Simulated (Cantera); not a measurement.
Charge: 1 mol B₂H₆, 0.22 mol N₂, 150 mol H₂, equilibrated at 13.3 mbar.

Method: chemical equilibrium by Gibbs-energy minimisation in Cantera with the NASA 1993 tables (ideal gas, pure condensed phases). Candidate condensed phases: B, BN; 15 gas species. The feed counts by its element totals alone. N₂ is the only nitrogen source here; it is nearly inert below about 1500 K, so the nitride shown seldom forms there in practice. Mutual solubility and eutectic melting of coexisting phases are not modelled. Equilibrium is a limit: real reactors are often held back by kinetics, nucleation or transport.

What share of the B ends up in condensed phases as a function of T (°C), at 1075, 1150, 1225, 1300, 1375, 1450, 1525, 1600, 1675, 1750?


```
T (°C)  B condensed (%)            as
------  ---------------  ------------
1075              100.0  B(s) + BN(s)
1150              100.0  B(s) + BN(s)
1225               99.9  B(s) + BN(s)
1300               99.8  B(s) + BN(s)
1375               99.7  B(s) + BN(s)
1450               99.4  B(s) + BN(s)
1525               99.0  B(s) + BN(s)
1600               98.3  B(s) + BN(s)
1675               97.3          B(s)
1750               95.8          B(s)
```
